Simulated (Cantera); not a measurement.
# Low-pressure radical oxidation in H2/O2

A perfectly stirred reactor is fed with H₂ : O₂ : H₂O = 0.008 : 1 : 0.004 (molar parts), equivalence ratio 0.0040, at 0.0267 bar; it is held at 1100 K, and followed from long to short residence time.

Model: the H2/O2 subset of GRI-Mech 3.0, which has no nitrogen chemistry, integrated in Cantera. Radical loss at walls, strong at low pressure, is not modelled.

```tsv
τ (s)	x H₂	x O₂	x O	x H₂O	x HO₂	x OH
29	8.55e-6	0.988	5.96e-5	0.0119	2.02e-7	5.32e-5
11	1.53e-5	0.988	0.000113	0.0119	3.17e-7	7.38e-5
4.2	2.68e-5	0.988	0.000210	0.0118	4.81e-7	0.000102
1.6	4.64e-5	0.988	0.000384	0.0118	7.12e-7	0.000142
0.60	8.04e-5	0.987	0.000692	0.0117	1.03e-6	0.000200
0.23	0.000138	0.987	0.00118	0.0116	1.45e-6	0.000279
0.086	0.000243	0.986	0.00190	0.0114	1.99e-6	0.000391
0.033	0.000437	0.985	0.00275	0.0111	2.61e-6	0.000539
0.012	0.000848	0.984	0.00351	0.0105	3.31e-6	0.000738
0.0047	0.00163	0.984	0.00369	0.00954	3.87e-6	0.000933
```
x: mole fraction; the columns are a selection and need not sum to one.
